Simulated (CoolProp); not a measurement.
The fluid at 298.15 K and 3.01 MPa is compressed adiabatically to 7.43 MPa with isentropic efficiency 0.9. The same conditions are run with several fluids, on thermodynamics alone (safety and materials aside).

Computed with CoolProp (reference Helmholtz-energy equation of state of each fluid (CH3F (R41): Lemmon 2006; dry air: Lemmon 2000; oxygen: Schmidt 1985; nitrous oxide: Lemmon 2006; carbon dioxide: Span 1996)). Blends and air are pseudo-pure fits.

```csv
fluid,work (kJ/kg),final temperature (K),final density (kg/m³)
CH3F (R41),55.5,[?],120
dry air,98.7,396.9,[?]
oxygen,87.9,395.3,[?]
nitrous oxide,50.4,373.8,132
carbon dioxide,[?],374.6,128
```

Question: Some entries are withheld; supply them.

Answer: 
- CH3F (R41), final temperature (K): 371.1
- dry air, final density (kg/m³): 64.0
- oxygen, final density (kg/m³): 72.2
- carbon dioxide, work (kJ/kg): 51.8

Above 300 K oxygen's equation is extrapolated.
